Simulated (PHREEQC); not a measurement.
Make-up at 25 °C and 500 atm: 0.14 mol KCl and 0.19 mol BaBr2 per kg of water. Closed to the air; pH follows from the charge balance.

Computed with PHREEQC (ion-association model, phreeqc.dat).

No solid was allowed to form.

**Question.** What activity of water, density does the model give?

**Answer.** activity of water 0.986; density 1.073 g/cm³.

Ionic strength above about 0.7 mol/kgw puts this run outside the model's range. Under pressure, the constants of complexes without a molar volume in the database are unreliable.
